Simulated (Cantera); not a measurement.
An adiabatic, constant-volume homogeneous reactor starts with H2 : O2 : N2 : H2O = 1 : 1 : 3.76 : 0.88 (molar parts), equivalence ratio 0.50, at 1650 K and 1.00 atm.

Computed with Cantera and the H2/O2 subset of GRI-Mech 3.0, which has no nitrogen chemistry.

Question: Predict: time of steepest temperature rise; temperature at 7.00 s; equilibrium temperature; x(H2) at 7.00 s; x(O2) at 7.00 s; x(H2O) at 7.00 s; x(HO2) at 7.00 s; x(OH) at 7.00 s; x(H) at 7.00 s; x(O) at 7.00 s.

Answer: 
```
Quantity                                                             Value
---------------------------------  ---------------------------------------
time of steepest temperature rise                                  10.8 µs
temperature at 7.00 s                                               2608 K
equilibrium temperature                                             2608 K
x(H2) at 7.00 s                    0.00817 (gas-phase equilibrium 0.00817)
x(O2) at 7.00 s                      0.0764 (gas-phase equilibrium 0.0764)
x(H2O) at 7.00 s                       0.280 (gas-phase equilibrium 0.280)
x(HO2) at 7.00 s                   1.62e-5 (gas-phase equilibrium 1.62e-5)
x(OH) at 7.00 s                      0.0235 (gas-phase equilibrium 0.0235)
x(H) at 7.00 s                     0.00294 (gas-phase equilibrium 0.00294)
x(O) at 7.00 s                     0.00547 (gas-phase equilibrium 0.00547)
```
